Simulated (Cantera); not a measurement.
Mixture: 6.93 % CH₄, 19.6 % O₂, 73.5 % N₂, equivalence ratio 0.71, at 900 Torr, adiabatic and at constant volume. Ignition delay is the time to a rise of 400 K.

Model: GRI-Mech 3.0 (53 species, 325 reactions), integrated in Cantera.

Predict: delay at 1123 K; delay at 1323 K; delay at 1523 K; delay at 1723 K; apparent activation energy between 1623 and 1823 K.


```
Item                                                     Value
--------------------------------------------------  ----------
delay at 1123 K                                        98.7 ms
delay at 1323 K                                        6.10 ms
delay at 1523 K                                       0.690 ms
delay at 1723 K                                       0.143 ms
apparent activation energy between 1623 and 1823 K  170 kJ/mol
```
